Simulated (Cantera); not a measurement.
An isothermal, constant-pressure homogeneous reactor starts with 27.0 % H2, 73.0 % O2, equivalence ratio 0.18, at 1125 K and 7.50 Torr.

Cantera simulation using the H2/O2 subset of GRI-Mech 3.0, which has no nitrogen chemistry; the numbers are that mechanism's predictions, not measurements. Radical loss at walls, strong at low pressure, is not modelled. The temperature is held fixed by assumption; the heat of reaction is taken as removed at once.

x: mole fraction; the columns are a selection and need not sum to one.

```tsv
t (s)	x H2	x O2	x OH	x H2O2	x H	x O	x H2O
0.000800	0.270	0.730	(withheld)	8.51e-11	1.94e-6	8.67e-7	2.79e-6
0.00325	0.0164	0.600	(withheld)	2.50e-7	0.107	0.0682	0.199
0.0132	0.00855	0.646	(withheld)	3.80e-7	0.0386	0.0354	0.264
0.0539	0.000811	0.684	(withheld)	4.55e-7	0.000950	0.00306	0.309
0.219	3.45e-5	0.687	(withheld)	1.42e-7	8.50e-6	0.000132	0.312
0.891	3.19e-6	0.688	(withheld)	3.60e-8	2.57e-7	1.29e-5	0.312
3.63	4.95e-7	0.688	(withheld)	9.49e-9	1.65e-8	2.06e-6	0.312
14.7	9.80e-8	0.688	(withheld)	2.49e-9	1.48e-9	4.14e-7	0.312
60.0	2.30e-8	0.688	(withheld)	6.85e-10	1.71e-10	9.78e-8	0.312
```

Task: Complete the blanks.

Result: 
- 0.000800, x OH: 4.41e-7
- 0.00325, x OH: 0.00936
- 0.0132, x OH: 0.00708
- 0.0539, x OH: 0.00215
- 0.219, x OH: 0.000446
- 0.891, x OH: 0.000139
- 3.63, x OH: 5.57e-5
- 14.7, x OH: 2.50e-5
- 60.0, x OH: 1.21e-5
